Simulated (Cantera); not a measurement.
Cantera run:

```python
import numpy as np
import cantera as ct

gas_names = [...]  # 110 gases of nasa_gas.yaml made of C, H, O
cond_names = """
    C(gr) C6H6(L) C7H8(L) C8H18(L),n-octa H2O(s) H2O(L)
""".split()


# ... load() reads the species with a 1 bar reference pressure and builds the phases ...
atoms = {
    'C2H6': {'C': 2, 'H': 6},
    'H2': {'H': 2},
    'O2': {'O': 2},
}
top_T = {'C(gr)': 4500}  # K; cautious upper limits of use, not melting points


# ... equilibrate(T, P, feed) seeds the gas with the atoms and calls Mixture.equilibrate('TP', solver="vcs", rtol=1e-11, max_steps=5000) ...
results = []
feed = {'C2H6': 1, 'H2': 71, 'O2': 0.59}  # mol
T = 1523  # K
P = 13332.2  # Pa
mix = equilibrate(T, P, feed)
results.append((T, P, feed, dict(zip(mix.species_names, mix.species_moles))))
print(gas.report(threshold=0.001))
for i in range(1, mix.n_phases):
    print(f"{mix.phase(i).name:16s} {mix.phase_moles(i):12.5e} mol")
```

Output:

```
       temperature   1523 K
          pressure   13332 Pa
           density   0.0025568 kg/m^3
  mean mol. weight   2.4285 kg/kmol
   phase of matter   gas

                          1 kg             1 kmol
                     ---------------   ---------------
          enthalpy        1.4573e+07         3.539e+07  J
   internal energy        9.3587e+06        2.2727e+07  J
           entropy             81518        1.9796e+05  J/K
    Gibbs function       -1.0958e+08       -2.6611e+08  J
 heat capacity c_p             13387             32511  J/K
 heat capacity c_v            9963.7             24197  J/K

                      mass frac. Y      mole frac. X     chem. pot. / RT
                     ---------------   ---------------   ---------------
                CO           0.18105          0.015697           -41.709
                H2           0.81681           0.98393           -20.678
     [ +108 minor]         0.0021432        0.00037539

C(gr)             7.96059e-01 mol
```

These are equilibrium values from Cantera (NASA tables, ideal gas, pure condensed phases), not measurements of a reactor.
